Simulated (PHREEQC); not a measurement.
2.5 g of hydrous ferric oxide (600 m²/g; 0.2 weak and 0.005 strong sites per Fe, Dzombak-Morel constants, diffuse double layer) in 1 kg of water with 0.01 mol/kgw of an inert sodium salt and 7.4e-06 mol/kgw ZnSO4, at 25 °C; the pH is set by adding NaOH or the inert anion's acid. Oxygen is held at 0.21 atm. CO2 from the air is kept out. Nothing may precipitate in this run.

The series has 13 steps of pH, from 3 to 11.

Model: ion-association model, wateq4f.dat, run in PHREEQC.

Task: Near which pH is half of the S sorbed, and on which side is more sorbed?

Result: Near pH 7.2, with more sorbed at lower pH.

Task: Near which pH is half of the Zn sorbed, and on which side is more sorbed?

Result: Near pH 5.4, with more sorbed at higher pH.

Species that the database lacks are ignored. The oxide is taken as insoluble; below pH 4 it would dissolve.
